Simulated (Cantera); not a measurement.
Charge: 1 mol SiHCl3, 3.3 mol N2, 0.3 mol H2, equilibrated at 1600 K and 0.0180 bar.

These are equilibrium values from Cantera (NASA tables, ideal gas, pure condensed phases), not measurements of a reactor. Candidate condensed phases: NH4Cl, Si, Si3N4; 28 gas species. The tables' values for SiCl3, SiCl are old estimates; treat these amounts as uncertain. Equilibrium is a limit: real reactors are often held back by kinetics, nucleation or transport.

Base state: N2 0.596, HCl 0.169, SiCl2 0.149, H2 0.0610, SiCl3 0.0187, SiCl4 0.00577, SiHCl3 0.000300, Cl 0.000220 (mole fractions); condensed: Si3N4(s).

Question: What changes in the equilibrium state with this change: temperature from 1600 K to 1348.15 K?

Answer: 
```csv
species,before,after
N2,0.596,0.611
HCl,0.169,0.244
SiCl4,0.00577,0.0776
SiCl2,0.149,0.0112
H2,0.0610,0.0427
SiCl3,0.0187,0.0132
SiCl,1.50e-5,1.46e-8
H,0.000100,3.57e-6
"Si3N4(s), mol",0.0161,0.167
```
N2 is the only nitrogen source here; it is nearly inert below about 1500 K, so the nitride shown seldom forms there in practice. The tables' values for SiCl3 are old estimates; treat these amounts as uncertain.

Question: What changes in the equilibrium state with this change: N2 from 3.3 to 6.4 mol?

Answer: 
```json
[
 {"species": "N2", "before": "0.596", "after": "0.740"},
 {"species": "HCl", "before": "0.169", "after": "0.113"},
 {"species": "SiCl2", "before": "0.149", "after": "0.0964"},
 {"species": "SiCl3", "before": "0.0187", "after": "0.0105"},
 {"species": "H2", "before": "0.0610", "after": "0.0364"},
 {"species": "SiHCl3", "before": "0.000300", "after": "0.000130"},
 {"species": "SiCl4", "before": "0.00577", "after": "0.00280"},
 {"species": "SiCl", "before": "1.50e-5", "after": "1.13e-5"},
 {"species": "H", "before": "0.000100", "after": "7.73e-5"},
 {"species": "Cl", "before": "0.000220", "after": "0.000190"},
 {"species": "Si3N4(s), mol", "before": "0.0161", "after": "0.0188"}
]
```

Question: What changes in the equilibrium state with this change: H2 from 0.3 to 5.9 mol?

Answer: 
```csv
species,before,after
H2,0.0610,0.496
N2,0.596,0.271
HCl,0.169,0.191
SiCl2,0.149,0.0395
SiCl3,0.0187,0.00196
SiCl4,0.00577,0.000240
SiHCl3,0.000300,8.99e-5
H,0.000100,0.000285
"Si3N4(s), mol",0.0161,0.183
```
